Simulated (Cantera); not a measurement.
An isothermal, constant-pressure homogeneous reactor starts with 13.2 % NO, 86.8 % N2, at 1925 K and 0.227 atm.

Cantera simulation using GRI-Mech 3.0 (53 species, 325 reactions); the numbers are that mechanism's predictions, not measurements.

Q: Predict: x(NO) at 80.0 s; x(O2) at 80.0 s; x(O) at 80.0 s; x(N2O) at 80.0 s; x(NO2) at 80.0 s; x(N2) at 80.0 s.

A: 
| Quantity | Value |
|---|---|
| x(NO) at 80.0 s | 0.00407 (gas-phase equilibrium 0.00372) |
| x(O2) at 80.0 s | 0.0636 (gas-phase equilibrium 0.0638) |
| x(O) at 80.0 s | 0.000195 (gas-phase equilibrium 0.000195) |
| x(N2O) at 80.0 s | 1.11e-7 (gas-phase equilibrium 1.10e-7) |
| x(NO2) at 80.0 s | 2.11e-6 (gas-phase equilibrium 1.93e-6) |
| x(N2) at 80.0 s | 0.932 (gas-phase equilibrium 0.932) |
